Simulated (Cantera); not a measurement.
Thermodynamics of silicon oxide and oxynitride deposition, feed SiCl₄ + NO + N₂ + O₂

A closed system holds: 1 mol SiCl₄, 0.16 mol NO, a varied amount of N₂, 0.094 mol O₂, equilibrated at 1075 K and 12.0 Torr.

Cantera equilibrium calculation (NASA polynomials, part measured and part estimated; ideal gas, pure solids and liquids). Candidate condensed phases: Si, SiO₂, Si₂N₂O, Si₃N₄; 23 gas species. Equilibrium is a limit: real reactors are often held back by kinetics, nucleation or transport.

```tsv
n(N₂) (mol)	x N₂	x SiCl₄	x Cl₂	x Cl	x SiCl₃	n SiO₂(β-quartz)
23	0.951	0.0340	0.0138	0.00103	1.46e-8	0.174
28	0.959	0.0282	0.0114	0.000933	1.33e-8	0.174
34	0.966	0.0234	0.00944	0.000848	1.21e-8	0.174
41	0.972	0.0195	0.00785	0.000773	1.11e-8	0.174
49	0.976	0.0164	0.00657	0.000707	1.02e-8	0.174
59	0.980	0.0137	0.00545	0.000644	9.34e-9	0.174
72	0.984	0.0113	0.00446	0.000583	8.49e-9	0.174
87	0.986	0.00936	0.00368	0.000529	7.76e-9	0.174
100	0.988	0.00816	0.00319	0.000493	7.27e-9	0.174
130	0.991	0.00629	0.00244	0.000431	6.41e-9	0.174
150	0.992	0.00546	0.00210	0.000400	5.99e-9	0.174
```
x: gas mole fraction; n: condensed amount in mol.

From 23 mol N₂ to 150 mol N₂ the condensed part is SiO₂(β-quartz). The main Si-bearing gas is SiCl₄ throughout.
